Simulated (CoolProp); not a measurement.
Vapour-liquid equilibrium of ethylene (1) + ethane (2) at 2.09 MPa; x and y are mole fractions of (1).

The numbers come from the multi-fluid Helmholtz-energy mixture model, Smukala 2000 and Bücker 2006; pair parameters Bell 2016 in CoolProp.

```
x      bubble temperature, mixture model (K)  bubble temperature, Raoult's law (K)  y, mixture model  y, Raoult's law
-----  -------------------------------------  ------------------------------------  ----------------  ---------------
0.05                                   266.2                                 266.3             0.074            0.084
0.125                                    ___                                 264.3             0.177            0.199
0.2                                    261.9                                 262.3             0.271            0.304
0.275                                    ___                                 260.4             0.358            0.399
0.35                                   258.3                                 258.6             0.440            0.486
0.425                                    ___                                 256.9             0.517            0.566
0.5                                    255.1                                 255.3               ___            0.639
0.575                                  253.6                                 253.7               ___            0.706
0.65                                   252.2                                 252.2               ___            0.768
0.725                                  250.8                                 250.8             0.789            0.825
0.8                                    249.4                                 249.4             0.851            0.878
0.875                                  248.1                                 248.1             0.909            0.926
0.95                                   246.8                                 246.8             0.965            0.972
```

Some entries are withheld; supply them.


- 0.125, bubble temperature, mixture model (K): 263.9
- 0.275, bubble temperature, mixture model (K): 260.1
- 0.425, bubble temperature, mixture model (K): 256.7
- 0.5, y, mixture model: 0.590
- 0.575, y, mixture model: 0.659
- 0.65, y, mixture model: 0.726

The largest gap from Raoult's law is -0.4 K in bubble temperature, at x = 0.2. No azeotrope shows between x = 0.05 and 0.95.

Pair parameters are fitted to limited data, so mixtures are less certain than the pure fluids.
